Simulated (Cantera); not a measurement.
A perfectly stirred reactor is fed with 19.6 % CH4, 80.4 % H2O, at 0.132 atm; it is held at 1450 K, and followed from long to short residence time.

Cantera simulation using GRI-Mech 3.0 (53 species, 325 reactions); the numbers are that mechanism's predictions, not measurements.

Question: Predict: x(CH4) at τ = 0.330 s; x(H2O) at τ = 0.330 s; x(C2H2) at τ = 0.330 s; x(CH4) at τ = 19.0 ms; x(H2O) at τ = 19.0 ms; x(C2H2) at τ = 19.0 ms.

Answer: 
```
Item                     Result
----------------------  -------
x(CH4) at τ = 0.330 s     0.178
x(H2O) at τ = 0.330 s     0.792
x(C2H2) at τ = 0.330 s  0.00576
x(CH4) at τ = 19.0 ms     0.195
x(H2O) at τ = 19.0 ms     0.804
x(C2H2) at τ = 19.0 ms  2.42e-5
```
